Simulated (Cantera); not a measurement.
Input: 1 mol Si, 1.1 mol HCl, 4 mol N2, 1.2 mol NF3, equilibrated at 602 °C and 61.0 Pa.

Cantera equilibrium calculation (NASA polynomials, part measured and part estimated; ideal gas, pure solids and liquids). Candidate condensed phases: NH4Cl, Si, Si3N4; 49 gas species. Equilibrium is a limit: real reactors are often held back by kinetics, nucleation or transport.

Base state: N2 0.706, SiF4 0.138, HCl 0.115, H2 0.0271, SiCl4 0.0136, HF 7.39e-5, SiHF3 1.05e-5 (mole fractions); condensed: Si3N4(s).

Q: What changes in the equilibrium state with this change: 0.99 mol H2 added?

A: 
```csv
species,before,after
N2,0.706,0.604
HCl,0.115,0.141
H2,0.0271,0.134
SiCl4,0.0136,0.00139
SiF4,0.138,0.120
HF,7.39e-5,0.000155
SiHF3,1.05e-5,2.15e-5
"Si3N4(s), mol",0.00390,0.0299
```

Q: What changes in the equilibrium state with this change: temperature from 602 °C to 852 °C?

A: 
| species | before | after |
|---|---|---|
| N2 | 0.706 | 0.703 |
| SiF4 | 0.138 | 0.137 |
| HCl | 0.115 | 0.124 |
| H2 | 0.0271 | 0.0219 |
| SiCl4 | 0.0136 | 0.0104 |
| SiCl2 | 9.69e-8 | 0.000469 |
| SiF3 | 2.14e-6 | 0.000628 |
| SiCl3 | 4.77e-6 | 0.000629 |
| SiHF3 | 1.05e-5 | 7.74e-5 |
| Si3N4(s), mol | 0.00390 | 0.00824 |
The tables' values for SiCl3, SiF3 are old estimates; treat these amounts as uncertain.
